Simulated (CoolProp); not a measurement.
Values from CoolProp's reference Helmholtz-energy equation of state, Guder 2009.

Q: For sulfur hexafluoride, give the phase and the cp (kJ/(kg K)), cv (kJ/(kg K)), Joule-Thomson coefficient (K/MPa), viscosity (µPa s) at 349.8 K and 0.375 MPa; 349.8 K and 0.939 MPa; 349.8 K and 1.88 MPa.

A: 
- 349.8 K and 0.375 MPa: gas; cp 0.750, cv 0.685, Joule-Thomson coefficient 6.15, viscosity 17.6
- 349.8 K and 0.939 MPa: gas; cp 0.768, cv 0.690, Joule-Thomson coefficient 6.42, viscosity 17.9
- 349.8 K and 1.88 MPa: gas; cp 0.809, cv 0.699, Joule-Thomson coefficient 6.92, viscosity 18.5

Viscosity comes from a separate model (Quiñones-Cisneros 2012).
